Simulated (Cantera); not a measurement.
An isothermal, constant-pressure homogeneous reactor starts with 31.5 % NO, 66.1 % N2, 2.45 % H2O, at 2125 K and 0.0263 atm.

Cantera simulation using GRI-Mech 3.0 (53 species, 325 reactions); the numbers are that mechanism's predictions, not measurements. Radical loss at walls, strong at low pressure, is not modelled.

One state of this run: x NO = 0.305; x O2 = 0.00448; x O = 0.000651; x N2O = 1.04e-5; x N2 = 0.664; x NO2 = 1.10e-5. x: mole fraction; the columns are a selection and need not sum to one.

**Question.** Which value of t (s) does it belong to?
A) 0.123
B) 30.0
C) 0.000500
D) 12.0

**Answer.** A, 0.123
